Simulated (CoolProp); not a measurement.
n-undecane at 293.15 K and 0.864 MPa is throttled through a valve to 0.445 MPa with no heat exchange. Each further row changes one setting.

Values from CoolProp's reference Helmholtz-energy equation of state, Aleksandrov 2011. It is a short technical equation, of lower accuracy than the large ones.

```tsv
case	temperature change (K)	final density (kg/m³)
as stated	?	740
outlet pressure 0.134 MPa	?	740
outlet pressure 0.579 MPa	+0.1	?
```

What belongs in the gaps?


- as stated, temperature change (K): +0.2
- outlet pressure 0.134 MPa, temperature change (K): +0.3
- outlet pressure 0.579 MPa, final density (kg/m³): 741
